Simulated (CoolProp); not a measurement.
Vapour pressure (MPa) of n-perfluorohexane: the reference equation beside estimates from Tc = 174.9 °C, pc = 1.742 MPa, ω = 0.497.

The numbers come from the reference Helmholtz-energy equation of state, Gao 2022 in CoolProp.

| T (°C) | reference | Lee-Kesler | Redlich-Kwong | Soave-Redlich-Kwong | Peng-Robinson |
|---|---|---|---|---|---|
| 46.35 | 0.06927 | 0.06932 | 0.1779 | 0.06931 | 0.06968 |
| 49.15 | 0.07670 | 0.07678 | 0.1910 | 0.07679 | 0.07709 |
| 52.05 | 0.08504 | 0.08517 | 0.2054 | 0.08520 | 0.08541 |
| 54.95 | 0.09407 | 0.09426 | 0.2205 | 0.09433 | 0.09443 |
| 57.85 | 0.1038 | 0.1041 | 0.2364 | 0.1042 | 0.1042 |
| 60.75 | 0.1144 | 0.1147 | 0.2531 | 0.1149 | 0.1147 |
| 63.65 | 0.1257 | 0.1261 | 0.2705 | 0.1264 | 0.1261 |
| 66.55 | 0.1379 | 0.1384 | 0.2889 | 0.1388 | 0.1383 |
| 69.35 | 0.1506 | 0.1511 | 0.3074 | 0.1516 | 0.1509 |
| 72.25 | 0.1646 | 0.1652 | 0.3274 | 0.1659 | 0.1650 |
| 75.15 | 0.1796 | 0.1803 | 0.3483 | 0.1812 | 0.1800 |
| 78.05 | 0.1956 | 0.1965 | 0.3701 | 0.1975 | 0.1961 |

Absolute difference from the reference over all 12 rows, mean and median: Lee-Kesler 0.3 and 0.3 %, Redlich-Kwong 120.1 and 118.2 %, Soave-Redlich-Kwong 0.5 and 0.5 %, Peng-Robinson 0.3 and 0.3 %.
